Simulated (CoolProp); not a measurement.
Acetone along the isobar 5.1 MPa: Z from the reference equation and from simpler models built on Tc = 508.1 K, pc = 4.692 MPa, ω = 0.307; each cubic takes its own stable root.

Values from CoolProp's reference Helmholtz-energy equation of state, Lemmon 2006. It is a short technical equation, of lower accuracy than the large ones.

```
T (K)   phase  reference
-----  ------  ---------
242.4  liquid     0.1732
261.8  liquid     0.1643
281.1  liquid     0.1569
300.4  liquid     0.1506
319.7  liquid     0.1455
339    liquid     0.1412
358.3  liquid     0.1378
377.7  liquid     0.1353
397    liquid     0.1336
416.3  liquid     0.1329
435.6  liquid     0.1333
454.9  liquid     0.1352
474.2  liquid     0.1397
493.6  liquid     0.1497
```

Problem. How far does each simpler model (van der Waals, Redlich-Kwong, Soave-Redlich-Kwong, Peng-Robinson) lie from the reference over these 14 states: mean and median of the absolute difference, and the worst?

Solution. 
- van der Waals: mean 89.4 %, median 89.6 %, worst +95.5 % at 242.4 K and 5.1 MPa
- Redlich-Kwong: mean 35.0 %, median 33.1 %, worst +44.8 % at 493.6 K and 5.1 MPa
- Soave-Redlich-Kwong: mean 29.8 %, median 28.5 %, worst +40.1 % at 493.6 K and 5.1 MPa
- Peng-Robinson: mean 15.2 %, median 13.9 %, worst +25.3 % at 493.6 K and 5.1 MPa
